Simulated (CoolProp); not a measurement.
Properties of carbon monoxide along the isotherm 184.7 K.

The numbers come from the reference Helmholtz-energy equation of state, Lemmon 2006 in CoolProp. It is a short technical equation, of lower accuracy than the large ones.

```json
[
 {"p (MPa)": "0.159", "phase": "gas", "density (kg/m³)": "2.916", "cp (kJ/(kg K))": "1.048", "fugacity coefficient": "0.9945"},
 {"p (MPa)": "0.318", "phase": "gas", "density (kg/m³)": "5.864", "cp (kJ/(kg K))": "1.058", "fugacity coefficient": "0.9891"},
 {"p (MPa)": "0.477", "phase": "gas", "density (kg/m³)": "8.845", "cp (kJ/(kg K))": "1.068", "fugacity coefficient": "0.9837"},
 {"p (MPa)": "0.636", "phase": "gas", "density (kg/m³)": "11.86", "cp (kJ/(kg K))": "1.078", "fugacity coefficient": "0.9784"},
 {"p (MPa)": "0.795", "phase": "gas", "density (kg/m³)": "14.91", "cp (kJ/(kg K))": "1.088", "fugacity coefficient": "0.9731"},
 {"p (MPa)": "0.954", "phase": "gas", "density (kg/m³)": "17.99", "cp (kJ/(kg K))": "1.099", "fugacity coefficient": "0.9678"},
 {"p (MPa)": "1.11", "phase": "gas", "density (kg/m³)": "21.05", "cp (kJ/(kg K))": "1.109", "fugacity coefficient": "0.9626"},
 {"p (MPa)": "1.27", "phase": "gas", "density (kg/m³)": "24.22", "cp (kJ/(kg K))": "1.121", "fugacity coefficient": "0.9573"},
 {"p (MPa)": "1.43", "phase": "gas", "density (kg/m³)": "27.43", "cp (kJ/(kg K))": "1.132", "fugacity coefficient": "0.9521"},
 {"p (MPa)": "1.59", "phase": "gas", "density (kg/m³)": "30.67", "cp (kJ/(kg K))": "1.144", "fugacity coefficient": "0.9469"},
 {"p (MPa)": "1.75", "phase": "gas", "density (kg/m³)": "33.95", "cp (kJ/(kg K))": "1.157", "fugacity coefficient": "0.9417"}
]
```
